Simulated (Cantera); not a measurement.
An adiabatic, constant-volume homogeneous reactor starts with CO : H₂ : O₂ : N₂ = 1 : 0.39 : 1.1 : 4.15 (molar parts), at 975 K and 1.00 bar. Integrator tolerance rtol = 1e-08.

Detailed kinetics in Cantera: GRI-Mech 3.0 (53 species, 325 reactions).

Question: What does this change do: 0.45 parts H2O added?

Answer: 
```csv
quantity,before,after
time of steepest temperature rise,0.737 ms,4.08 ms
temperature at 6.00 s,2608 K,2520 K
equilibrium temperature,2608 K,2520 K
x(CO) at 6.00 s,0.0225 (gas-phase equilibrium 0.0225),0.0150 (gas-phase equilibrium 0.0150)
x(H₂) at 6.00 s,0.00141 (gas-phase equilibrium 0.00141),0.00211 (gas-phase equilibrium 0.00211)
x(O₂) at 6.00 s,0.0676 (gas-phase equilibrium 0.0676),0.0616 (gas-phase equilibrium 0.0616)
x(HO₂) at 6.00 s,7.60e-6 (gas-phase equilibrium 7.60e-6),8.21e-6 (gas-phase equilibrium 8.21e-6)
x(H₂O₂) at 6.00 s,2.07e-7 (gas-phase equilibrium 2.07e-7),3.42e-7 (gas-phase equilibrium 3.42e-7)
x(N₂O) at 6.00 s,1.17e-6 (gas-phase equilibrium 1.17e-6),8.89e-7 (gas-phase equilibrium 8.89e-7)
```

Question: What does this change do: H2 0.39 to 0.79 parts?

Answer: 
```tsv
quantity	before	after
time of steepest temperature rise	0.737 ms	0.611 ms
temperature at 6.00 s	2608 K	2735 K
equilibrium temperature	2608 K	2735 K
x(CO) at 6.00 s	0.0225 (gas-phase equilibrium 0.0225)	0.0409 (gas-phase equilibrium 0.0409)
x(H₂) at 6.00 s	0.00141 (gas-phase equilibrium 0.00141)	0.00563 (gas-phase equilibrium 0.00563)
x(O₂) at 6.00 s	0.0676 (gas-phase equilibrium 0.0676)	0.0427 (gas-phase equilibrium 0.0427)
x(HO₂) at 6.00 s	7.60e-6 (gas-phase equilibrium 7.60e-6)	9.98e-6 (gas-phase equilibrium 9.98e-6)
x(H₂O₂) at 6.00 s	2.07e-7 (gas-phase equilibrium 2.07e-7)	4.02e-7 (gas-phase equilibrium 4.02e-7)
x(N₂O) at 6.00 s	1.17e-6 (gas-phase equilibrium 1.17e-6)	1.11e-6 (gas-phase equilibrium 1.11e-6)
```

Question: What does this change do: O2 1.1 to 0.4 parts?

Answer: 
| quantity | before | after |
|---|---|---|
| time of steepest temperature rise | 0.737 ms | 1.16 ms |
| temperature at 6.00 s | 2608 K | 2262 K |
| equilibrium temperature | 2608 K | 2262 K |
| x(CO) at 6.00 s | 0.0225 (gas-phase equilibrium 0.0225) | 0.0948 (gas-phase equilibrium 0.0948) |
| x(H₂) at 6.00 s | 0.00141 (gas-phase equilibrium 0.00141) | 0.0118 (gas-phase equilibrium 0.0118) |
| x(O₂) at 6.00 s | 0.0676 (gas-phase equilibrium 0.0676) | 3.14e-5 (gas-phase equilibrium 3.14e-5) |
| x(HO₂) at 6.00 s | 7.60e-6 (gas-phase equilibrium 7.60e-6) | 9.02e-9 (gas-phase equilibrium 9.02e-9) |
| x(H₂O₂) at 6.00 s | 2.07e-7 (gas-phase equilibrium 2.07e-7) | 1.92e-9 (gas-phase equilibrium 1.92e-9) |
| x(N₂O) at 6.00 s | 1.17e-6 (gas-phase equilibrium 1.17e-6) | 1.38e-8 (gas-phase equilibrium 1.38e-8) |
